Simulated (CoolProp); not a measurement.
Vapour-liquid equilibrium of R114 (1) + R113 (2) at 69.75 °C; x and y are mole fractions of (1).

The numbers come from the multi-fluid Helmholtz-energy mixture model, Platzer 1990 and Marx 1992; pair parameters Bell 2016 in CoolProp. This equation is an older, rougher fit; its heat capacities, sound speeds and derivatives of the liquid may be far off and weren't checked against measurements.

Give the bubble pressure and the first vapour's composition at x = 0.05, 0.2, 0.8. Is there an azeotrope?

x = 0.05: 2.248 bar, y = 0.147; x = 0.2: 3.012 bar, y = 0.449; x = 0.8: 6.213 bar, y = 0.922. No azeotrope shows between x = 0.05 and 0.95.

The pair parameters rest on a limited set of measurements; away from them the model extrapolates.
